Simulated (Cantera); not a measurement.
A closed system holds: 1 mol Cr, 1.3 mol NH3, equilibrated at 825 °C and 4.10 mbar.

Cantera equilibrium calculation (NASA polynomials, part measured and part estimated; ideal gas, pure solids and liquids). Candidate condensed phases: Cr, CrN, Cr2N; 11 gas species. Rates play no part.

Base state: H2 0.830, N2 0.170 (mole fractions); condensed: Cr2N(s).

### Question
What changes in the equilibrium state with this change: temperature from 825 °C to 1527 °C?

### Answer
```tsv
species	before	after
H2	0.830	0.729
N2	0.170	0.244
Cr	<1e-9	0.0226
H	3.53e-7	0.00477
Cr2N(s), mol	0.500	0
Cr(s), mol	0	0.940
```
